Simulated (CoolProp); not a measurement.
Ethylene at several states: fugacity coefficient from the reference equation and from simpler models built on Tc = 282.4 K, pc = 5.042 MPa, ω = 0.087; each cubic takes its own stable root.

Computed with CoolProp (reference Helmholtz-energy equation of state, Smukala 2000).

```csv
T (K),p (MPa),phase,reference
448.1,21.9,supercritical,0.7822
365.8,0.0133,gas,0.9996
144.8,0.0283,liquid,0.6305
```

Task: How far does each simpler model (van der Waals, Redlich-Kwong, Soave-Redlich-Kwong, Peng-Robinson) lie from the reference over these 3 states: mean and median of the absolute difference, and the worst?

Result: 
- van der Waals: mean 21.8 %, median 8.0 %, worst +57.4 % at 144.8 K and 0.0283 MPa
- Redlich-Kwong: mean 4.2 %, median 2.2 %, worst -10.5 % at 144.8 K and 0.0283 MPa
- Soave-Redlich-Kwong: mean 1.9 %, median 1.3 %, worst +4.4 % at 448.1 K and 21.9 MPa
- Peng-Robinson: mean 2.7 %, median 2.8 %, worst +5.2 % at 144.8 K and 0.0283 MPa

At some of these states van der Waals gives the other phase, because its saturation line lies elsewhere.
